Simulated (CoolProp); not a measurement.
Vapour-liquid equilibrium of n-hexane (1) + o-xylene (2) at 453.6 K; x and y are mole fractions of (1).

Model: multi-fluid Helmholtz-energy mixture model, Thol 2019 and Zhou 2012; pair parameters Bell 2016, in CoolProp.

**Question.** Give the bubble pressure and the first vapour's composition at x = 0.425, 0.725, 0.875. Is there an azeotrope?

**Answer.** x = 0.425: 6.906 bar, y = 0.755; x = 0.725: 9.958 bar, y = 0.900; x = 0.875: 11.60 bar, y = 0.955. No azeotrope shows between x = 0.05 and 0.95.

The pair parameters rest on a limited set of measurements; away from them the model extrapolates. The gap from Raoult's law changes sign with composition, which may be real or a fault of the pair parameters; it wasn't checked against measurements.
